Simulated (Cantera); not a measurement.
## Thermodynamics of carbon deposition, reforming and gasification, feed C₂H₂ + CO₂ + H₂

Input: 1 mol C₂H₂, 0.24 mol CO₂, 37 mol H₂.

Method: chemical equilibrium by Gibbs-energy minimisation in Cantera with the NASA 1993 tables (ideal gas, pure condensed phases). Candidate condensed phases: C, C₆H₆, C₇H₈, C₈H₁₈, H₂O; 110 gas species. The ideal-gas law is rough above about 30 bar. Equilibrium is a limit: real reactors are often held back by kinetics, nucleation or transport.

Stable condensed phases:

```
T in K \ P in Pa
               10       46      220     1000     4600    22000   100000   460000  2200000 10000000
   2948         A        A        A        A        A        A        A        A        A        A
   2798         A        A        A        A        A        A        A        A        A        A
   2648         A        A        B        B        B        B        B        B        B        A
   2498         B        B        B        B        B        B        B        B        B        B
   2348         B        B        B        B        B        B        B        B        B        B
   2198         B        B        B        B        B        B        B        B        B        B
   2048         B        B        B        B        B        B        B        B        B        B
   1898         B        B        B        B        B        B        B        B        B        A
   1748         B        B        B        B        B        B        B        B        B        A
   1598         B        B        B        B        B        B        B        B        B        A
   1448         B        B        B        B        B        B        B        B        A        A
   1298         B        B        B        B        B        B        B        B        A        A
```

A: gas only; B: C.
